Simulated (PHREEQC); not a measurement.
Make-up at 55 °C: 0.11 mol Cu(NO3)2 and 0.0001 mol HBF4 per kg of water. Closed to the air; pH follows from the charge balance.

All values are PHREEQC results (ion-association model, phreeqc.dat), not measurements.

**Question.** The ionic strength comes out as 0.330 mol/kgw. What activity coefficients do CuF+, NO3-, Cu2(OH)2+2, Cu+2, F- get?

**Answer.** CuF+ 0.72, NO3- 0.64, Cu2(OH)2+2 0.27, Cu+2 0.26, F- 0.65.

Precipitation was switched off in this run. Away from 25 °C the constants follow the database's enthalpies or fits; those with neither stay at their 25 °C values. Real BF4- forms and hydrolyses slowly; the run takes it at equilibrium.
